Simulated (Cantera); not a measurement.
## Pyrogenic steam for wet oxidation

An isothermal, constant-pressure homogeneous reactor starts with H2 : O2 : N2 = 0.58 : 1 : 16 (molar parts), at 1200 K and 90.0 Torr.

Cantera simulation using the H2/O2 subset of GRI-Mech 3.0, which has no nitrogen chemistry; the numbers are that mechanism's predictions, not measurements.

```json
[
 {"t (s)": "0.000600", "x H2": "0.0330", "x O2": "0.0569", "x HO2": "5.29e-8", "x O": "6.00e-7", "x H": "1.75e-6"},
 {"t (s)": "0.00157", "x H2": "0.00529", "x O2": "0.0432", "x HO2": "2.42e-6", "x O": "0.00539", "x H": "0.0127"},
 {"t (s)": "0.00411", "x H2": "0.00157", "x O2": "0.0408", "x HO2": "2.31e-6", "x O": "0.00379", "x H": "0.00572"},
 {"t (s)": "0.0107", "x H2": "0.000493", "x O2": "0.0408", "x HO2": "2.02e-6", "x O": "0.00106", "x H": "0.000872"},
 {"t (s)": "0.0281", "x H2": "6.99e-5", "x O2": "0.0410", "x HO2": "1.06e-6", "x O": "0.000145", "x H": "4.27e-5"},
 {"t (s)": "0.0735", "x H2": "8.64e-6", "x O2": "0.0410", "x HO2": "2.68e-7", "x O": "1.82e-5", "x H": "1.90e-6"},
 {"t (s)": "0.192", "x H2": "1.51e-6", "x O2": "0.0411", "x HO2": "6.03e-8", "x O": "3.35e-6", "x H": "1.50e-7"},
 {"t (s)": "0.503", "x H2": "3.66e-7", "x O2": "0.0411", "x HO2": "1.63e-8", "x O": "8.51e-7", "x H": "1.91e-8"},
 {"t (s)": "1.32", "x H2": "1.09e-7", "x O2": "0.0411", "x HO2": "5.26e-9", "x O": "2.61e-7", "x H": "3.24e-9"},
 {"t (s)": "3.44", "x H2": "3.70e-8", "x O2": "0.0411", "x HO2": "2.17e-9", "x O": "9.00e-8", "x H": "6.56e-10"},
 {"t (s)": "9.00", "x H2": "1.42e-8", "x O2": "0.0411", "x HO2": "1.38e-9", "x O": "3.48e-8", "x H": "1.59e-10"}
]
```
x: mole fraction; the columns are a selection and need not sum to one.

Equilibrium at this temperature and pressure: H2 6.11e-9, O2 0.0411, HO2 1.34e-9, O 1.48e-8, H 4.48e-11 (gas phase only).
